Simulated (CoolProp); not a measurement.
The fluid at 434.45 K and 0.527 MPa is throttled through a valve to 0.0314 MPa with no heat exchange. The same conditions are run with several fluids, on thermodynamics alone (safety and materials aside).

Model: reference Helmholtz-energy equation of state of each fluid (n-nonane: Lemmon 2006; toluene: Lemmon 2006; decamethylcyclopentasiloxane (D5): Thol 2019; dodecamethylcyclohexasiloxane (D6): Colonna 2008; ethylbenzene: Zhou 2012), in CoolProp.

```
fluid                               temperature change (K)  final phase  final density (kg/m³)
----------------------------------  ----------------------  -----------  ---------------------
n-nonane                                               ___          ___                    ___
toluene                                              -87.4          ___                    ___
decamethylcyclopentasiloxane (D5)                     +0.1       liquid                    805
dodecamethylcyclohexasiloxane (D6)                    +0.1       liquid                    814
ethylbenzene                                           ___          ___                   2.91
```

What belongs in the gaps?


- n-nonane, temperature change (K): -49.8
- n-nonane, final phase: two-phase, vapour fraction 0.426
- n-nonane, final density (kg/m³): 3.03
- toluene, final phase: two-phase, vapour fraction 0.463
- toluene, final density (kg/m³): 2.20
- ethylbenzene, temperature change (K): -63.9
- ethylbenzene, final phase: two-phase, vapour fraction 0.378
